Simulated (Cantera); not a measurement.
What does this Cantera script print?

```python
import numpy as np
import cantera as ct

gas_names = """
    CL CL2 H HCL H2 N NH NH2 NH3 N2 N2H2 N2H4 Si SiCL SiCL2 SiCL3 SiCL4 SiH SiHCL3 SiH2 SiH2CL2 SiH3
    SiH3CL SiH4 SiN Si2 Si2N Si3
""".split()
cond_names = """
    NH4CL(a) NH4CL(b) Si(cr) Si(L) Si3N4(a)
""".split()


def load(file, names, dense=False):
    # The tables refer to 1 bar. Condensed volumes are neglected.
    table = {s.name: s for s in ct.Species.list_from_file(file)}
    out = []
    for n in names:
        d = dict(table[n].input_data)
        d["thermo"] = dict(d["thermo"], **{"reference-pressure": 1e5})
        if dense:
            d["equation-of-state"] = {"model": "constant-volume", "density": "1e6 g/cm^3"}
        out.append(ct.Species.from_dict(d))
    return out


gas = ct.Solution(thermo="ideal-gas", species=load("nasa_gas.yaml", gas_names))
cond = {s.name: ct.Solution(thermo="fixed-stoichiometry", species=[s], name=s.name)
        for s in load("nasa_condensed.yaml", cond_names, dense=True)}
atoms = {
    'SiCl4': {'Si': 1, 'CL': 4},
    'NH3': {'N': 1, 'H': 3},
}
top_T = {'Si3N4(a)': 2400}  # K; cautious upper limits of use, not melting points


def equilibrate(T, P, feed):
    n = {}
    for name, mol in feed.items():
        for a, k in atoms[name].items():
            n[a] = n.get(a, 0.0) + k * mol
    gas.TPX = T, P, n
    mass = sum(n.values()) * gas.mean_molecular_weight
    gas.equilibrate("TP")
    valid = [c for c in cond.values() if c.min_temp <= T <= top_T.get(c.name, c.max_temp)]
    mix = ct.Mixture([(gas, mass / gas.mean_molecular_weight)] + [(c, 0.0) for c in valid])
    mix.T, mix.P = T, P
    mix.equilibrate("TP", solver="vcs", rtol=1e-11, max_steps=5000)
    return mix


results = []
feed = {'SiCl4': 1, 'NH3': 34}  # mol
T = 1948.15  # K
P = 1000  # Pa
mix = equilibrate(T, P, feed)
results.append((T, P, feed, dict(zip(mix.species_names, mix.species_moles))))
print(gas.report(threshold=0.0001))
for i in range(1, mix.n_phases):
    print(f"{mix.phase(i).name:16s} {mix.phase_moles(i):12.5e} mol")
```

Output:

```
       temperature   1948.2 K
          pressure   1000 Pa
           density   0.0006479 kg/m^3
  mean mol. weight   10.495 kg/kmol
   phase of matter   gas

                          1 kg             1 kmol
                     ---------------   ---------------
          enthalpy        4.8054e+06         5.043e+07  J
   internal energy        3.2619e+06        3.4233e+07  J
           entropy             23981        2.5167e+05  J/K
    Gibbs function       -4.1913e+07       -4.3986e+08  J
 heat capacity c_p            3291.5             34543  J/K
 heat capacity c_v            2499.2             26228  J/K

                      mass frac. Y      mole frac. X     chem. pot. / RT
                     ---------------   ---------------   ---------------
                CL         0.0014603        0.00043232           -27.504
                 H        0.00090702         0.0094433           -12.182
               HCL           0.14782          0.042551           -39.686
                H2           0.13387           0.69689           -24.363
                N2           0.64323           0.24096           -32.881
                Si         0.0062279         0.0023272           -5.7352
              SiCL         0.0027584        0.00045563            -33.24
             SiCL2          0.062437         0.0066197           -60.744
               SiH        0.00041388         0.0001493           -17.917
     [  +19 minor]        0.00087753         0.0001706

Si(L)             3.08766e-01 mol
Si3N4(a)          0.00000e+00 mol
```

Cantera equilibrium calculation (NASA polynomials, part measured and part estimated; ideal gas, pure solids and liquids). The tables' values for SiCl, SiN are old estimates; treat these amounts as uncertain. Gases not in the tables: Si2H6 and higher silanes.
